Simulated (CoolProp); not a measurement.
Model: reference Helmholtz-energy equation of state, Lemmon 2022, in CoolProp.

### Question
For R1234yf, give the phase and the Joule-Thomson coefficient (K/MPa), isothermal compressibility (1/MPa), expansivity (1/kK), viscosity (µPa s) at 35.95 °C and 1680 kPa.

### Answer
- 35.95 °C and 1680 kPa: liquid; Joule-Thomson coefficient 0.119, isothermal compressibility 0.00860, expansivity 3.82, viscosity 130

Viscosity comes from a separate model (Bell 2016), an estimate that may be off by 10 % or more.
